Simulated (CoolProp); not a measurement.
A single-stage vapour-compression cycle with the fluid: evaporating at 217.15 K (dew point), condensing at 240.15 K (bubble point), superheat 5 K, subcooling 8 K, compressor efficiency 0.85, no pressure losses. The same conditions are run with several fluids, on thermodynamics alone (safety and materials aside).

Values from CoolProp's reference Helmholtz-energy equation of state of each fluid (ethane: Bücker 2006; ethylene: Smukala 2000; isobutane: Bücker 2006; fluoroethane (R161): Wu 2012; propylene: Lemmon 2013; C2F6 (R116): Lemmon 2006).

| fluid | cooling COP | pressure ratio | discharge temperature (K) | refrigerating effect (kJ/kg) | volumetric capacity (kJ/m³) |
|---|---|---|---|---|---|
| ethane | 7.41 | 2.20 | 264.1 | ? | ? |
| ethylene | ? | 2.05 | 268.3 | 364 | 5570 |
| isobutane | 7.78 | 3.42 | 257.6 | 377 | 142 |
| fluoroethane (R161) | 7.60 | 3.11 | ? | 420 | ? |
| propylene | 7.66 | 2.77 | 265.6 | 422 | 671 |
| C2F6 (R116) | 7.50 | 2.38 | 247.0 | ? | ? |

Some entries are withheld; supply them.


- ethane, refrigerating effect (kJ/kg): 408
- ethane, volumetric capacity (kJ/m³): 3220
- ethylene, cooling COP: 7.07
- fluoroethane (R161), discharge temperature (K): 274.5
- fluoroethane (R161), volumetric capacity (kJ/m³): 443
- C2F6 (R116), refrigerating effect (kJ/kg): 94.5
- C2F6 (R116), volumetric capacity (kJ/m³): 2240
